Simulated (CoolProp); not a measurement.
Vapour-liquid equilibrium of R134a (1) + R124 (2) at 0.0434 MPa; x and y are mole fractions of (1).

Values from CoolProp's multi-fluid Helmholtz-energy mixture model, Tillner-Roth 1994 and de Vries 1995; pair parameters Bell 2016.

| x | bubble temperature, mixture model (°C) | bubble temperature, Raoult's law (°C) | y, mixture model | y, Raoult's law |
|---|---|---|---|---|
| 0.05 | -31.7 | -31.4 | 0.105 | 0.091 |
| 0.15 | -33.9 | -33.0 | 0.278 | 0.252 |
| 0.25 | -35.7 | -34.6 | 0.414 | 0.390 |
| 0.35 | -37.2 | -36.0 | 0.524 | 0.508 |
| 0.45 | -38.4 | -37.3 | 0.617 | 0.612 |
| 0.55 | -39.5 | -38.5 | 0.697 | 0.702 |
| 0.65 | -40.5 | -39.6 | 0.770 | 0.782 |
| 0.75 | -41.3 | -40.7 | 0.837 | 0.853 |
| 0.85 | -42.1 | -41.7 | 0.902 | 0.917 |
| 0.95 | -42.8 | -42.6 | 0.967 | 0.974 |

The largest gap from Raoult's law is -1.2 K in bubble temperature, at x = 0.35. No azeotrope shows between x = 0.05 and 0.95.

The pair parameters rest on a limited set of measurements; away from them the model extrapolates.
